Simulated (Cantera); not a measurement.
Equilibrium for silicon epitaxy and polysilicon growth: SiHCl3 + Cl2 + N2

A closed system holds: 1 mol SiHCl3, 0.15 mol Cl2, 100 mol N2, at 0.630 bar.

These are equilibrium values from Cantera (NASA tables, ideal gas, pure condensed phases), not measurements of a reactor. Candidate condensed phases: NH4Cl, Si, Si3N4; 28 gas species. The tables' values for SiCl3 are old estimates; treat these amounts as uncertain. The numbers say what is thermodynamically allowed, not how fast it happens.

```json
[
 {"T (°C)": "1227", "x N2": "0.984", "x HCl": "0.00914", "x SiCl2": "0.00139", "x SiCl4": "0.00413", "n Si3N4(s)": "0.101"},
 {"T (°C)": "1252", "x N2": "0.983", "x HCl": "0.00912", "x SiCl2": "0.00189", "x SiCl4": "0.00373", "n Si3N4(s)": "0.0903"},
 {"T (°C)": "1277", "x N2": "0.983", "x HCl": "0.00909", "x SiCl2": "0.00252", "x SiCl4": "0.00328", "n Si3N4(s)": "0.0780"},
 {"T (°C)": "1302", "x N2": "0.983", "x HCl": "0.00904", "x SiCl2": "0.00327", "x SiCl4": "0.00280", "n Si3N4(s)": "0.0637"},
 {"T (°C)": "1327", "x N2": "0.982", "x HCl": "0.00898", "x SiCl2": "0.00412", "x SiCl4": "0.00231", "n Si3N4(s)": "0.0480"},
 {"T (°C)": "1352", "x N2": "0.982", "x HCl": "0.00891", "x SiCl2": "0.00505", "x SiCl4": "0.00184", "n Si3N4(s)": "0.0315"},
 {"T (°C)": "1377", "x N2": "0.981", "x HCl": "0.00881", "x SiCl2": "0.00600", "x SiCl4": "0.00141", "n Si3N4(s)": "0.0148"},
 {"T (°C)": "1402", "x N2": "0.981", "x HCl": "0.00872", "x SiCl2": "0.00687", "x SiCl4": "0.00106", "n Si3N4(s)": "0"},
 {"T (°C)": "1427", "x N2": "0.981", "x HCl": "0.00888", "x SiCl2": "0.00697", "x SiCl4": "0.000971", "n Si3N4(s)": "0"}
]
```
x: gas mole fraction; n: condensed amount in mol.

From 1227 °C to 1377 °C the condensed part is Si3N4(s). From 1402 °C to 1427 °C nothing is condensed. The main Si-bearing gas is SiCl4 at 1227 °C and SiCl2 at 1427 °C.
